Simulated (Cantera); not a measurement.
A closed system holds: 1 mol SiCl4, 0.092 mol C2H4, 7.1 mol H2, at 1800 °C and 1330 Pa.

Cantera equilibrium calculation (NASA polynomials, part measured and part estimated; ideal gas, pure solids and liquids). Candidate condensed phases: C, C6H6, C7H8, C8H18, Si, SiC; 109 gas species. The tables' values for SiCl, SiCl3 are old estimates; treat these amounts as uncertain. Gases not in the tables: Si2H6 and higher silanes. Equilibrium is a limit: real reactors are often held back by kinetics, nucleation or transport.

What is the equilibrium state?


| Quantity | Value |
|---|---|
| x(H2) | 0.637 |
| x(HCl) | 0.253 |
| x(SiCl2) | 0.0809 |
| x(H) | 0.0182 |
| x(Cl) | 0.00534 |
| x(Si) | 0.00273 |
| x(SiCl) | 0.00212 |
| x(SiCl3) | 0.000532 |
| x(SiH) | 0.000144 |
| n(SiC(s)) | 0.182 mol |
| gas amount | 9.430 mol |
| log10 activity of Si(l) (absent) | -0.44 |
| log10 activity of C(graphite) (absent) | -0.71 |
